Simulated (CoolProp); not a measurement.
A single-stage vapour-compression cycle with C3F8 (R218): evaporating at 240.15 K (dew point), condensing at 265.15 K (bubble point), superheat 10 K, subcooling 0 K, compressor efficiency 0.9, no pressure losses. Each further row changes one setting.

Values from CoolProp's reference Helmholtz-energy equation of state, Lemmon 2006. It is a short technical equation, of lower accuracy than the large ones.

```tsv
case	cooling COP	pressure ratio	discharge temperature (K)	refrigerating effect (kJ/kg)	volumetric capacity (kJ/m³)
as stated	7.50	2.64	269.6	85.7	978
evaporating temperature 245.15 K	9.88	2.14	270.5	88.9	1240
condensing temperature 260.15 K	9.73	2.21	265.8	90.9	1040
subcooling 5 K	7.96	2.64	269.6	90.9	1040
superheat 20 K	7.76	2.64	279.5	93.1	1010
compressor efficiency 0.8	6.67	2.64	271.3	85.7	978
```
